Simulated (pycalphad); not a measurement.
Phase fractions of Al-3.32Si-0.42Sn (at.%)

All values are pycalphad results on the COST 507 light-alloy database (1999) (1 atm), not direct measurements. The data set is of 1999 and partly superseded. Not assessed as a whole: an extrapolation from subsystems, which can miss ternary compounds. Amounts are mole fractions of atoms.

```tsv
T (K)	LIQUID	FCC_A1	DIAMOND_A4	BCT_A5
950	1.000	-	-	-
900	0.684	0.316	-	-
850	0.221	0.779	-	-
800	0.004	0.972	0.024	-
750	0.004	0.969	0.027	-
700	0.004	0.966	0.030	-
650	0.004	0.964	0.031	-
600	0.004	0.963	0.032	-
550	0.004	0.963	0.033	-
500	-	0.963	0.033	0.004
```

FCC_A1 is fcc; DIAMOND_A4 is diamond (Si); BCT_A5 is bct (Sn).
